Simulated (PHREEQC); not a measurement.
A PHREEQC speciation (ion-association model, phreeqc.dat) at 25 °C gives pH 2.17 and these molalities:

```
species  mol/kgw
-------  -------
SO4-2      0.124
Mn+2       0.122
MnSO4      0.118
NH4+      0.0246
HSO4-     0.0222
H+       0.00878
NH4SO4-  0.00635
```

Question: What are the element totals, and what could have been dissolved in 1 kg of water to give them?

Answer: Several could match; the one computed here: totals Mn(2) 0.240, N(-3) 0.0310, S(6) 0.271 mol/kgw, from 0.24 mol MnSO4 and 0.031 mol NH4HSO4 per kg of water.

This is a speciation only: nothing precipitates in the calculation.
